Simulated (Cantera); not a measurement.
A perfectly stirred reactor is fed with H2 : O2 : N2 = 1 : 0.758 : 2.85 (molar parts), equivalence ratio 0.66, at 0.326 atm; it is adiabatic with a 750 K inlet, and is followed from long to short residence time, starting on the burning branch (τ in s: 0.13, 0.071, 0.039, 0.021, 0.012, 0.0064, 0.0035, 0.0019, 0.0011, 0.00058, 0.00032, 0.00017, 9.5e-05).

Detailed kinetics in Cantera: GRI-Mech 3.0 (53 species, 325 reactions).

Problem. What does this change do: inlet temperature 750 to 475 K?

Solution. 
```csv
quantity,before,after
"blow-out, bracketed by the residence times tried","burning at 95.0 µs, the shortest tried","burning at 95.0 µs, the shortest tried"
x(H2) at τ = 0.130 s,0.00326,0.00164
x(O2) at τ = 0.130 s,0.0595,0.0613
x(OH) at τ = 0.130 s,0.00999,0.00596
x(N2O) at τ = 0.130 s,1.84e-7,1.51e-7
x(H) at τ = 0.130 s,0.000930,0.000365
x(H2) at τ = 3.50 ms,0.0129,0.0108
x(O2) at τ = 3.50 ms,0.0617,0.0625
x(OH) at τ = 3.50 ms,0.0165,0.0123
x(N2O) at τ = 3.50 ms,7.70e-8,7.64e-8
x(H) at τ = 3.50 ms,0.00904,0.00766
```
